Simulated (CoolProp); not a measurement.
The numbers come from the reference Helmholtz-energy equation of state, Lemmon 2013 in CoolProp.

Q: For propylene, give the phase and the Joule-Thomson coefficient (K/MPa) at 549.4 K and 5.8 bar.

A: 
- 549.4 K and 5.8 bar: gas; Joule-Thomson coefficient 3.28
